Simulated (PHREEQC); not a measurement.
## Brackish or sea water: an equilibrium model

A made-up water analysis in mmol/kgw, 25 °C, pH 6.32, pe 8.6:

```json
[
 {"constituent": "Na", "mmol/kgw": "162"},
 {"constituent": "K", "mmol/kgw": "3.46"},
 {"constituent": "Ca", "mmol/kgw": "0.258"},
 {"constituent": "Mg", "mmol/kgw": "57.5"},
 {"constituent": "Cl", "mmol/kgw": "273"},
 {"constituent": "S(6)", "mmol/kgw": "1.06"},
 {"constituent": "Alkalinity (meq/kgw)", "mmol/kgw": "1.6"},
 {"constituent": "O(0) (counted as O atoms)", "mmol/kgw": "0.52"},
 {"constituent": "Si", "mmol/kgw": "0.074"},
 {"constituent": "Br", "mmol/kgw": "0.307"},
 {"constituent": "Sr", "mmol/kgw": "0.0318"},
 {"constituent": "N(5)", "mmol/kgw": "2.22"},
 {"constituent": "Li", "mmol/kgw": "4.85"}
]
```

Valence states are taken as typed.

All values are PHREEQC results (ion-association model, wateq4f.dat), not measurements.

Each row changes one thing in this solution. Precipitation was switched off in this run.

| case | HCO3- (mol/kgw) | CO2 (mol/kgw) | SO4-2 (mol/kgw) | MgSO4 (mol/kgw) | MgHCO3+ (mol/kgw) | NaHCO3 (mol/kgw) | SI of Quartz (SiO2) |
|---|---|---|---|---|---|---|---|
| as made | 0.00127 | 0.000909 | 0.000500 | 0.000455 | 0.000273 | 5.48e-5 | -0.11 |
| temperature from 25 to 5 °C at the same typed pH | 0.00127 | 0.00134 | [?] | [?] | 0.000271 | 5.61e-5 | [?] |
| Alkalinity from 1.6 to 3.2 mmol/kgw | 0.00254 | [?] | [?] | 0.000453 | 0.000544 | 0.000110 | -0.11 |

What belongs in the gaps?


- temperature from 25 to 5 °C at the same typed pH, SO4-2 (mol/kgw): 0.000605
- temperature from 25 to 5 °C at the same typed pH, MgSO4 (mol/kgw): 0.000340
- temperature from 25 to 5 °C at the same typed pH, SI of Quartz (SiO2): +0.21
- Alkalinity from 1.6 to 3.2 mmol/kgw, CO2 (mol/kgw): 0.00182
- Alkalinity from 1.6 to 3.2 mmol/kgw, SO4-2 (mol/kgw): 0.000501

Some of these states are supersaturated (in Quartz (slow to form), for instance). At this temperature some constants are extrapolated from 25 °C, and those without enthalpy data are left unchanged.
